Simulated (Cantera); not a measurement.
An adiabatic, constant-volume homogeneous reactor starts with CH₄ : O₂ : N₂ = 1 : 2.47 : 9.28 (molar parts), equivalence ratio 0.81, at 1425 K and 101000 Pa. Integrator tolerance rtol = 1e-08.

Computed with Cantera and GRI-Mech 3.0 (53 species, 325 reactions).

Task: What does this change do: pressure from 101000 Pa to 500000 Pa?

Result: 
```
quantity                                                            before                                    after
---------------------------------  ---------------------------------------  ---------------------------------------
time of steepest temperature rise                                  2.24 ms                                 0.621 ms
temperature at 0.700 s                                              2806 K                                   2922 K
equilibrium temperature                                             2806 K                                   2922 K
x(CH₄) at 0.700 s                    <1e-12 (gas-phase equilibrium <1e-12)    <1e-12 (gas-phase equilibrium <1e-12)
x(O₂) at 0.700 s                     0.0390 (gas-phase equilibrium 0.0390)    0.0359 (gas-phase equilibrium 0.0359)
x(CH₃) at 0.700 s                    <1e-12 (gas-phase equilibrium <1e-12)    <1e-12 (gas-phase equilibrium <1e-12)
x(N₂O) at 0.700 s                  1.14e-6 (gas-phase equilibrium 1.14e-6)  2.92e-6 (gas-phase equilibrium 2.92e-6)
x(CH₂CO) at 0.700 s                  <1e-12 (gas-phase equilibrium <1e-12)    <1e-12 (gas-phase equilibrium <1e-12)
x(H) at 0.700 s                    0.00589 (gas-phase equilibrium 0.00589)  0.00333 (gas-phase equilibrium 0.00333)
```

Task: What does this change do: constant pressure in place of constant volume?

Result: 
| quantity | before | after |
|---|---|---|
| time of steepest temperature rise | 2.24 ms | 2.35 ms |
| temperature at 0.700 s | 2806 K | 2634 K |
| equilibrium temperature | 2806 K | 2634 K |
| x(CH₄) at 0.700 s | <1e-12 (gas-phase equilibrium <1e-12) | <1e-12 (gas-phase equilibrium <1e-12) |
| x(O₂) at 0.700 s | 0.0390 (gas-phase equilibrium 0.0390) | 0.0385 (gas-phase equilibrium 0.0385) |
| x(CH₃) at 0.700 s | <1e-12 (gas-phase equilibrium <1e-12) | <1e-12 (gas-phase equilibrium <1e-12) |
| x(N₂O) at 0.700 s | 1.14e-6 (gas-phase equilibrium 1.14e-6) | 6.19e-7 (gas-phase equilibrium 6.19e-7) |
| x(CH₂CO) at 0.700 s | <1e-12 (gas-phase equilibrium <1e-12) | <1e-12 (gas-phase equilibrium <1e-12) |
| x(H) at 0.700 s | 0.00589 (gas-phase equilibrium 0.00589) | 0.00384 (gas-phase equilibrium 0.00384) |
